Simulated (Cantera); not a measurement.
# Adiabatic ignition

An adiabatic, constant-volume homogeneous reactor starts with CO : H2 : O2 : N2 = 1 : 0.44 : 1.01 : 3.81 (molar parts), at 950 K and 0.464 atm.

Cantera simulation using GRI-Mech 3.0 (53 species, 325 reactions); the numbers are that mechanism's predictions, not measurements.

| t (s) | T (K) | P (bar) | x CO | x H2 | x O2 | x O | x NO | x N2O | x H2O |
|---|---|---|---|---|---|---|---|---|---|
| 9.00e-6 | 950 | 0.470 | 0.160 | 0.0703 | 0.161 | 2.82e-11 | <1e-12 | <1e-12 | 5.55e-12 |
| 1.84e-5 | 950 | 0.470 | 0.160 | 0.0703 | 0.161 | 5.14e-11 | <1e-12 | <1e-12 | 2.77e-11 |
| 3.76e-5 | 950 | 0.470 | 0.160 | 0.0703 | 0.161 | 1.01e-10 | <1e-12 | <1e-12 | 1.36e-10 |
| 7.69e-5 | 950 | 0.470 | 0.160 | 0.0703 | 0.161 | 2.61e-10 | <1e-12 | <1e-12 | 7.38e-10 |
| 0.000157 | 950 | 0.470 | 0.160 | 0.0703 | 0.161 | 1.18e-9 | <1e-12 | <1e-12 | 5.63e-9 |
| 0.000321 | 950 | 0.470 | 0.160 | 0.0703 | 0.161 | 1.91e-8 | <1e-12 | <1e-12 | 1.14e-7 |
| 0.000656 | 950 | 0.470 | 0.160 | 0.0702 | 0.161 | 5.59e-6 | <1e-12 | 4.80e-12 | 3.81e-5 |
| 0.00134 | 2526 | 1.15 | 0.0444 | 0.00348 | 0.0673 | 0.00879 | 0.000492 | 4.81e-7 | 0.0647 |
| 0.00274 | 2629 | 1.18 | 0.0364 | 0.00269 | 0.0627 | 0.00616 | 0.00411 | 6.73e-7 | 0.0673 |
| 0.00561 | 2622 | 1.18 | 0.0360 | 0.00267 | 0.0603 | 0.00587 | 0.00902 | 7.02e-7 | 0.0676 |
| 0.0115 | 2618 | 1.18 | 0.0358 | 0.00266 | 0.0586 | 0.00566 | 0.0126 | 7.38e-7 | 0.0677 |
| 0.0234 | 2617 | 1.18 | 0.0358 | 0.00266 | 0.0582 | 0.00561 | 0.0135 | 7.49e-7 | 0.0678 |
| 0.0479 | 2617 | 1.18 | 0.0358 | 0.00266 | 0.0581 | 0.00561 | 0.0135 | 7.50e-7 | 0.0678 |
| 0.0978 | 2617 | 1.18 | 0.0358 | 0.00266 | 0.0581 | 0.00561 | 0.0135 | 7.50e-7 | 0.0678 |
| 0.200 | 2617 | 1.18 | 0.0358 | 0.00266 | 0.0581 | 0.00561 | 0.0135 | 7.50e-7 | 0.0678 |
x: mole fraction; the columns are a selection and need not sum to one.

* **time of steepest temperature rise**: 0.939 ms
* **temperature at 0.200 s**: 2617 K
* **equilibrium temperature**: 2617 K
* **x(CO) at 0.200 s**: 0.0358 (gas-phase equilibrium 0.0358)
* **x(H2) at 0.200 s**: 0.00266 (gas-phase equilibrium 0.00266)
* **x(O2) at 0.200 s**: 0.0581 (gas-phase equilibrium 0.0581)
